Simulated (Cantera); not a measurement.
A freely propagating, adiabatic, planar premixed flame of 22.9 % CO, 8.70 % H₂, 14.4 % O₂, 54.0 % N₂, equivalence ratio 1.1, unburnt at 625 K and 9.87 atm; mixture-averaged transport, grid criteria slope 0.08 and curve 0.16, no radiation.

Model: GRI-Mech 3.0 (53 species, 325 reactions), integrated in Cantera. The hydrogen kinetics of GRI-Mech 3.0 are dated; newer H2 mechanisms differ, most at raised pressure. Burning velocities carry a grid error of a few per cent, more on coarse grids.

Task: Predict: laminar burning velocity; thermal thickness; peak x(H); peak x(OH).

Result: 
* **laminar burning velocity**: 197 cm/s
* **thermal thickness**: 0.0431 mm
* **peak x(H)**: 0.00664
* **peak x(OH)**: 0.00938
